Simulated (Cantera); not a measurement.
Feed: 1 mol B2O3, 0.18 mol O2, 33 mol H2, equilibrated at 2100 K and 240 Pa.

Cantera equilibrium calculation (NASA polynomials, part measured and part estimated; ideal gas, pure solids and liquids). Candidate condensed phases: B, B2O3, B3O3H3, H2O; 23 gas species. Rates play no part.

Base state: H2 0.877, H 0.0596, HBO2 0.0217, HBO 0.0127, H2O 0.0116, BO 0.0114, B2O3 0.00493, B2O2 0.000433 (mole fractions); condensed: gas only.

**Question.** What changes in the equilibrium state with this change: temperature from 2100 K to 1648.15 K?

**Answer.** 
```csv
species,before,after
H2,0.877,0.948
HBO2,0.0217,0.0257
B2O3,0.00493,0.0110
H,0.0596,0.00177
BO,0.0114,0.000382
H2O,0.0116,0.00320
HBO,0.0127,0.00958
OH,9.39e-5,2.69e-7
BO2,0.000212,2.64e-6
B2O2,0.000433,0.000502
```
